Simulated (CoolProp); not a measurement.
A simple Rankine cycle with water: condensing at 305.15 K, boiler at 8.3 MPa, turbine inlet 575.8 K, turbine efficiency 0.75, pump efficiency 0.6, no recuperator. Each further row changes one setting.

Model: reference Helmholtz-energy equation of state, Wagner 2002, in CoolProp.

```json
[
 {"case": "as stated", "thermal efficiency (%)": "28.7", "net work (kJ/kg)": "757", "heat in (kJ/kg)": "2640", "turbine exit temperature (K)": "305.1", "volume ratio over the turbine": "981"},
 {"case": "turbine inlet 595.8 K", "thermal efficiency (%)": "29.0", "net work (kJ/kg)": "791", "heat in (kJ/kg)": "2730", "turbine exit temperature (K)": "305.1", "volume ratio over the turbine": "?"},
 {"case": "condensing temperature 297.15 K", "thermal efficiency (%)": "29.6", "net work (kJ/kg)": "790", "heat in (kJ/kg)": "2670", "turbine exit temperature (K)": "297.1", "volume ratio over the turbine": "?"},
 {"case": "boiler pressure 5.81 MPa", "thermal efficiency (%)": "?", "net work (kJ/kg)": "774", "heat in (kJ/kg)": "2760", "turbine exit temperature (K)": "305.1", "volume ratio over the turbine": "635"},
 {"case": "turbine efficiency 0.65", "thermal efficiency (%)": "24.8", "net work (kJ/kg)": "655", "heat in (kJ/kg)": "2640", "turbine exit temperature (K)": "305.1", "volume ratio over the turbine": "?"}
]
```

**Question.** What belongs in the gaps?

**Answer.** 
- turbine inlet 595.8 K, volume ratio over the turbine: 914
- condensing temperature 297.15 K, volume ratio over the turbine: 1510
- boiler pressure 5.81 MPa, thermal efficiency (%): 28.1
- turbine efficiency 0.65, volume ratio over the turbine: 1040

The expansion ends wet for: as stated; turbine inlet 595.8 K; condensing temperature 297.15 K; boiler pressure 5.81 MPa; turbine efficiency 0.65.
